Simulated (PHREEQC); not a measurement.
A solution holds 0.26 mol HCl, 6.7e-05 mol ZnSO4 and 0.00028 mol MgSO4 per kg of water, at 25 °C. Closed to the air; pH follows from the charge balance.

Model: ion-association model, wateq4f.dat, run in PHREEQC.

This is a speciation only: nothing precipitates in the calculation.

Q: Order these Zn species by the share of Zn that they hold, largest first: ZnCl2, Zn+2, ZnCl+, ZnCl3-, ZnCl4-2.

A: Zn+2 (80 %), ZnCl+ (17 %), ZnCl2 (2.1 %), ZnCl3- (0.64 %), ZnCl4-2 (0.15 %)

The pH is 0.69 and the ionic strength 0.261 mol/kgw.
